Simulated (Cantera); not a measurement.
A freely propagating, adiabatic, planar premixed flame of CH₄ : O₂ : N₂ = 1 : 1.54 : 5.78 (molar parts), unburnt at 650 K and 2.90 bar; multicomponent+Soret transport, grid criteria slope 0.08 and curve 0.16, no radiation.

Computed with Cantera and GRI-Mech 3.0 (53 species, 325 reactions). Burning velocities carry a grid error of a few per cent, more on coarse grids.

x: mole fraction of selected species; z is measured from the peak of heat release.

```csv
z (mm),T (K),u (m/s),x CH₄,x O₂,x NO,x C₂H,x CH₃,x CO₂
-0.506,651,0.815,0.120,0.185,<1e-8,<1e-8,4.01e-8,9.68e-7
-0.337,656,0.824,0.119,0.184,[?],<1e-8,3.73e-7,1.37e-5
-0.253,676,0.852,0.116,0.182,[?],<1e-8,1.85e-6,9.03e-5
-0.169,787,1.00,0.106,0.173,[?],<1e-8,1.85e-5,0.000836
-0.0843,1240,1.61,0.0706,0.129,[?],<1e-8,0.000551,0.00645
-0.0422,1636,2.15,0.0377,0.0838,[?],6.24e-8,0.00255,0.0141
0,1991,2.65,0.00967,0.0367,[?],1.47e-6,0.00333,0.0250
0.0422,2154,2.87,0.00113,0.0117,[?],1.99e-6,0.000915,0.0354
0.0843,2200,2.93,0.000104,0.00384,[?],4.94e-7,0.000117,0.0427
0.169,2229,2.96,1.42e-6,0.00103,[?],1.49e-8,1.87e-6,0.0486
0.337,2256,2.99,<1e-8,0.000502,0.000135,<1e-8,<1e-8,0.0503
0.675,2281,3.02,<1e-8,0.000247,0.000140,<1e-8,<1e-8,0.0504
1.35,2299,3.04,<1e-8,0.000103,0.000143,<1e-8,<1e-8,0.0503
```

Q: Fill in the missing entries.

A: 
- -0.337, x NO: 3.92e-8
- -0.253, x NO: 2.02e-7
- -0.169, x NO: 1.49e-6
- -0.0843, x NO: 1.06e-5
- -0.0422, x NO: 2.21e-5
- 0, x NO: 4.11e-5
- 0.0422, x NO: 6.99e-5
- 0.0843, x NO: 9.64e-5
- 0.169, x NO: 0.000122
